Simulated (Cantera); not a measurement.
A perfectly stirred reactor is fed with H₂ : O₂ : N₂ : H₂O = 1 : 0.658 : 4.41 : 0.63 (molar parts), at 66000 Pa; it is adiabatic with a 800 K inlet, and is followed from long to short residence time, starting on the burning branch (τ in s: 0.049, 0.029, 0.017, 0.0096, 0.0056, 0.0032, 0.0019, 0.0011, 0.00063, 0.00037, 0.00021, 0.00012, 7.2e-05).

Cantera simulation using GRI-Mech 3.0 (53 species, 325 reactions); the numbers are that mechanism's predictions, not measurements.

What does this change do: pressure from 66000 Pa to 340000 Pa?


| quantity | before | after |
|---|---|---|
| blow-out, bracketed by the residence times tried | burning at 72.0 µs, the shortest tried | burning at 72.0 µs, the shortest tried |
| x(H₂) at τ = 49.0 ms | 0.00153 | 0.000268 |
| x(O₂) at τ = 49.0 ms | 0.0254 | 0.0253 |
| x(H₂O) at τ = 49.0 ms | 0.259 | 0.262 |
| x(HO₂) at τ = 49.0 ms | 1.86e-6 | 1.47e-6 |
| x(O) at τ = 49.0 ms | 0.000316 | 4.57e-5 |
| x(H₂) at τ = 1.90 ms | 0.00925 | 0.00187 |
| x(O₂) at τ = 1.90 ms | 0.0282 | 0.0256 |
| x(H₂O) at τ = 1.90 ms | 0.246 | 0.259 |
| x(HO₂) at τ = 1.90 ms | 8.65e-6 | 9.10e-6 |
| x(O) at τ = 1.90 ms | 0.00216 | 0.000294 |
The hydrogen kinetics of GRI-Mech 3.0 are dated; newer H2 mechanisms differ, most at raised pressure.
